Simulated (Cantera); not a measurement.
**Moist CO burnout**

An isothermal, constant-pressure homogeneous reactor starts with CO : O2 : H2O : N2 = 0.0064 : 0.016 : 0.045 : 1 (molar parts), equivalence ratio 0.20, at 1275 K and 0.602 atm.

Model: GRI-Mech 3.0 (53 species, 325 reactions), integrated in Cantera.

```json
[
 {"t (s)": "1.00e-5", "x CO": "0.00600", "x O2": "0.0150", "x H2O": "0.0422", "x HO2": "9.16e-12", "x H": "<1e-12", "x O": "8.01e-11", "x CO2": "8.35e-11"},
 {"t (s)": "5.85e-5", "x CO": "0.00600", "x O2": "0.0150", "x H2O": "0.0422", "x HO2": "5.41e-11", "x H": "2.90e-11", "x O": "4.11e-10", "x CO2": "5.32e-10"},
 {"t (s)": "0.000342", "x CO": "0.00600", "x O2": "0.0150", "x H2O": "0.0422", "x HO2": "6.14e-10", "x H": "1.17e-9", "x O": "2.88e-9", "x CO2": "8.24e-9"},
 {"t (s)": "0.00200", "x CO": "0.00595", "x O2": "0.0150", "x H2O": "0.0421", "x HO2": "1.61e-6", "x H": "6.11e-6", "x O": "1.12e-5", "x CO2": "4.67e-5"},
 {"t (s)": "0.0117", "x CO": "0.000198", "x O2": "0.0121", "x H2O": "0.0421", "x HO2": "1.23e-6", "x H": "1.47e-5", "x O": "3.22e-5", "x CO2": "0.00581"},
 {"t (s)": "0.0684", "x CO": "3.83e-6", "x O2": "0.0120", "x H2O": "0.0423", "x HO2": "5.67e-8", "x H": "7.29e-8", "x O": "9.35e-7", "x CO2": "0.00601"},
 {"t (s)": "0.400", "x CO": "5.59e-8", "x O2": "0.0120", "x H2O": "0.0423", "x HO2": "4.30e-9", "x H": "1.40e-9", "x O": "7.08e-8", "x CO2": "0.00601"},
 {"t (s)": "2.34", "x CO": "7.47e-9", "x O2": "0.0120", "x H2O": "0.0423", "x HO2": "2.03e-9", "x H": "1.87e-10", "x O": "1.79e-8", "x CO2": "0.00601"},
 {"t (s)": "13.7", "x CO": "6.49e-9", "x O2": "0.0120", "x H2O": "0.0423", "x HO2": "1.98e-9", "x H": "1.57e-10", "x O": "1.58e-8", "x CO2": "0.00601"},
 {"t (s)": "80.0", "x CO": "6.49e-9", "x O2": "0.0120", "x H2O": "0.0423", "x HO2": "1.98e-9", "x H": "1.57e-10", "x O": "1.58e-8", "x CO2": "0.00601"}
]
```
x: mole fraction; the columns are a selection and need not sum to one.

Equilibrium at this temperature and pressure: CO 6.50e-9, O2 0.0120, H2O 0.0423, HO2 1.97e-9, H 1.58e-10, O 1.58e-8, CO2 0.00601 (gas phase only).
